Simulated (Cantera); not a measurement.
Input: 1 mol B₂H₆, 0.77 mol N₂, 0.33 mol H₂, at 1.00 Torr.

These are equilibrium values from Cantera (NASA tables, ideal gas, pure condensed phases), not measurements of a reactor. Candidate condensed phases: B, BN; 15 gas species. The feed counts by its element totals alone. N₂ is the only nitrogen source here; it is nearly inert below about 1500 K, so the nitride shown seldom forms there in practice. Mutual solubility and eutectic melting of coexisting phases are not modelled. The tables' values for BH₂ are old estimates; treat these amounts as uncertain. Equilibrium is a limit: real reactors are often held back by kinetics, nucleation or transport.

log p: log10 of the partial pressure in bar; n: condensed amount in mol.

| T (K) | log p H₂ | log p N₂ | log p H | log p B | n B(s) | n BN(s) |
|---|---|---|---|---|---|---|
| 1125 | -2.88 | -14.08 | -8.79 | <-14 | 0.460 | 1.54 |
| 1225 | -2.88 | -12.17 | -7.94 | <-14 | 0.460 | 1.54 |
| 1325 | -2.88 | -10.56 | -7.22 | -14.28 | 0.460 | 1.54 |
| 1425 | -2.88 | -9.18 | -6.60 | -12.74 | 0.460 | 1.54 |
| 1525 | -2.88 | -7.98 | -6.06 | -11.40 | 0.460 | 1.54 |
| 1625 | -2.88 | -6.93 | -5.59 | -10.22 | 0.460 | 1.54 |
| 1725 | -2.88 | -6.00 | -5.17 | -9.18 | 0.465 | 1.53 |
| 1825 | -2.88 | -5.17 | -4.80 | -8.26 | 0.493 | 1.51 |
| 1925 | -2.90 | -4.43 | -4.47 | -7.44 | 0.650 | [?] |
| 2025 | -2.96 | -3.77 | -4.20 | -6.70 | 1.46 | [?] |
| 2125 | -3.01 | -3.62 | -3.94 | -6.03 | 1.99 | [?] |

Q: Complete the blanks.

A: 
- 1925, n BN(s): 1.35
- 2025, n BN(s): 0.538
- 2125, n BN(s): 0
